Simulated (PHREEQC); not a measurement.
1 kg of water holding 0.42 mol/kgw Na2SO4, 0.012 mol/kgw NaCl, 0.047 mol/kgw KCl and 0.53 mol/kgw Na2CO3 is evaporated at 25 °C; the solids stay in contact with the brine. No CO2 enters from the air. Only these solids could form: Arcanite, Burkeite, Glaserite, Halite, Kalicinite, Mirabilite, Misenite, Nahcolite, Natron, Sylvite, Thenardite, Trona.

Base run: PHREEQC, Pitzer model, pitzer.dat. Each further column changes one thing. The table gives ionic strength.

| H2O removed (mol) | base | temperature from 25 to 5 °C |
|---|---|---|
| 0 | 2.90 | 2.61 |
| 9.886 | 3.53 | 2.98 |
| 18.01 | 4.30 | 3.46 |
| 24.69 | 5.23 | 4.10 |
| 30.18 | 6.37 | 4.93 |
| 38.4 | 9.43 | 7.55 |
| 41.44 | 11.5 | 9.64 |
| 43.95 | 13.0 | 12.7 |
| 46.01 | 13.2 | 17.2 |

 Away from 25 °C the constants follow the database's enthalpies or fits; those with neither stay at their 25 °C values.
